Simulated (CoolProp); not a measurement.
c-C4F8 (RC318) at 298.15 K and 0.0554 MPa flows at 2.2 m/s in a round tube of 100 mm bore and 15 µm roughness, fully developed (64/Re and Nu = 3.66 if laminar; Colebrook and Gnielinski if turbulent). Each further row changes one setting.

The numbers come from the reference Helmholtz-energy equation of state, Platzer 1990 in CoolProp. This equation is an older, rougher fit.

| case | Reynolds number | Darcy friction factor | pressure drop (Pa/m) | heat-transfer coefficient (W/(m² K)) | mass flow (kg/h) |
|---|---|---|---|---|---|
| as stated | 87800 | 0.0192 | ___ | 21.1 | 283 |
| velocity 4.4 m/s | 176000 | 0.0171 | 7.52 | 37.4 | ___ |
| diameter 200 mm | 176000 | 0.0166 | ___ | 18.1 | ___ |

Q: Complete the blanks.

A: 
- as stated, pressure drop (Pa/m): 2.11
- velocity 4.4 m/s, mass flow (kg/h): 565
- diameter 200 mm, pressure drop (Pa/m): 0.912
- diameter 200 mm, mass flow (kg/h): 1130

Viscosity comes from a separate model (Huber 2003), an estimate that may be off by 10 % or more. Thermal conductivity comes from a separate model (Huber 2003), an estimate that may be off by 10 % or more.
